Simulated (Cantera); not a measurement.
Feed: 1 mol CaO, 9.7 mol HF, 20 mol H2, equilibrated at 1425 °C and 750 Torr.

These are equilibrium values from Cantera (NASA tables, ideal gas, pure condensed phases), not measurements of a reactor. Candidate condensed phases: Ca, CaF2, CaO, Ca(OH)2, H2O; 29 gas species. The numbers say what is thermodynamically allowed, not how fast it happens.

What is the equilibrium state?


| Property | Value |
|---|---|
| x(H2) | 0.697 |
| x(HF) | 0.268 |
| x(H2O) | 0.0348 |
| x(H) | 0.000121 |
| x(CaF2) | 8.41e-5 |
| n(CaF2(l)) | 0.998 mol |
| gas amount | 28.70 mol |
| log10 activity of Ca(l) (absent) | -10.84 |
